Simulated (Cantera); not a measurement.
A freely propagating, adiabatic, planar premixed flame of H2 : O2 : N2 = 1 : 0.417 : 1.57 (molar parts), equivalence ratio 1.2, unburnt at 425 K and 0.190 bar; mixture-averaged transport, grid criteria slope 0.08 and curve 0.16, no radiation.

Cantera simulation using the H2/O2 subset of GRI-Mech 3.0, which has no nitrogen chemistry; the numbers are that mechanism's predictions, not measurements. Burning velocities carry a grid error of a few per cent, more on coarse grids.

Question: What does this change do: inlet temperature 425 to 525 K?

Answer: 
| quantity | before | after |
|---|---|---|
| laminar burning velocity | 389 cm/s | 539 cm/s |
| thermal thickness | 3.64 mm | 3.86 mm |
| peak x(O) | 0.0110 | 0.0121 |
| peak x(H2O2) | 1.59e-5 | 3.75e-6 |
| peak x(H) | 0.0925 | 0.0991 |

Question: What does this change do: N2 1.57 to 2 parts?

Answer: 
| quantity | before | after |
|---|---|---|
| laminar burning velocity | 389 cm/s | 317 cm/s |
| thermal thickness | 3.64 mm | 3.89 mm |
| peak x(O) | 0.0110 | 0.00820 |
| peak x(H2O2) | 1.59e-5 | 1.47e-5 |
| peak x(H) | 0.0925 | 0.0750 |
